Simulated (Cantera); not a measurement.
Input: 1 mol BN, 13 mol H2, held at 1875 K and 2.70 mbar.

These are equilibrium values from Cantera (NASA tables, ideal gas, pure condensed phases), not measurements of a reactor. Candidate condensed phases: B, BN; 15 gas species. Mutual solubility and eutectic melting of coexisting phases are not modelled. The tables' values for BH2 are old estimates; treat these amounts as uncertain. Rates play no part.

Q: What is the equilibrium state?

A: 
```json
{
  "x(H2)": "0.981",
  "x(H)": "0.0125",
  "x(N2)": "0.00595",
  "x(BH2)": "0.000213",
  "x(B)": "5.35e-6",
  "x(BH3)": "1.28e-6",
  "x(BH)": "1.03e-6",
  "n(B(s))": "0.154 mol",
  "n(BN(s))": "0.843 mol",
  "gas_amount": "13.16 mol"
}
```
